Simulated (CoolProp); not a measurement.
Vapour-liquid equilibrium of carbon dioxide (1) + dimethyl ether (2) at 238.5 K; x and y are mole fractions of (1).

Values from CoolProp's multi-fluid Helmholtz-energy mixture model, Span 1996 and Wu 2011; pair parameters Bell 2016.

| x | bubble pressure (MPa) | y at the bubble point | dew pressure at overall composition x (MPa) | liquid density (mol/L) |
|---|---|---|---|---|
| 0.05 | 0.1009 | 0.384 | 0.06779 | 16.59 |
| 0.2 | 0.2258 | 0.762 | 0.07952 | 17.66 |
| 0.35 | 0.3752 | 0.882 | 0.09612 | 18.83 |
| 0.5 | 0.5476 | 0.937 | 0.1215 | 20.10 |
| 0.65 | 0.7388 | 0.967 | 0.1650 | 21.46 |
| 0.8 | 0.9416 | 0.985 | 0.2582 | 22.91 |
| 0.95 | 1.148 | 0.997 | 0.6158 | 24.40 |

No azeotrope shows between x = 0.05 and 0.95.

Pair parameters are fitted to limited data, so mixtures are less certain than the pure fluids.
